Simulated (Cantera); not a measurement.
An isothermal, constant-pressure homogeneous reactor starts with CH₄ : N₂ = 1 : 200 (molar parts), at 1473 K and 0.132 atm.

Computed with Cantera and GRI-Mech 3.0 (53 species, 325 reactions). GRI-Mech 3.0 stops at C3 and has no aromatics, soot or wall deposition, so with more carbon than oxygen in the feed, carbon stays in small species such as C2H2 where larger ones or solid carbon would form.

### Question
Predict: x(CH₄) at 40.0 s; x(C₂H₂) at 40.0 s; x(C₂H) at 40.0 s; x(H₂) at 40.0 s; x(C₂H₄) at 40.0 s; x(CH₃) at 40.0 s.

### Answer
- x(CH₄) at 40.0 s = 0.000365 (gas-phase equilibrium 9.62e-7)
- x(C₂H₂) at 40.0 s = 0.00229 (gas-phase equilibrium 9.82e-5)
- x(C₂H) at 40.0 s = 1.42e-9 (gas-phase equilibrium 6.31e-11)
- x(H₂) at 40.0 s = 0.00687 (gas-phase equilibrium 0.00742)
- x(C₂H₄) at 40.0 s = 1.35e-6 (gas-phase equilibrium 3.60e-8)
- x(CH₃) at 40.0 s = 2.86e-6 (gas-phase equilibrium 7.86e-9)
